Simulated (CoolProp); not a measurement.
Sulfur hexafluoride along the isobar 599 kPa: Z from the reference equation and from simpler models built on Tc = 45.6 °C, pc = 3755 kPa, ω = 0.210; each cubic takes its own stable root.

The numbers come from the reference Helmholtz-energy equation of state, Guder 2009 in CoolProp.

```csv
T (°C),phase,reference
-28.85,liquid,0.02478
-1.75,gas,0.9015
25.45,gas,0.9301
52.55,gas,0.9485
79.75,gas,0.9613
106.85,gas,0.9703
134.05,gas,0.9771
161.15,gas,0.9822
188.35,gas,0.9861
215.45,gas,0.9892
242.65,gas,0.9916
269.75,gas,0.9936
```

How far does each simpler model (Redlich-Kwong, Soave-Redlich-Kwong, Peng-Robinson) lie from the reference over these 12 states: mean and median of the absolute difference, and the worst?


- Redlich-Kwong: mean 285.3 %, median 0.3 %, worst +3419.8 % at -28.85 °C and 599 kPa
- Soave-Redlich-Kwong: mean 0.6 %, median 0.1 %, worst +5.9 % at -28.85 °C and 599 kPa
- Peng-Robinson: mean 1.0 %, median 0.5 %, worst -6.7 % at -28.85 °C and 599 kPa

At some of these states Redlich-Kwong gives the other phase, because its saturation line lies elsewhere.
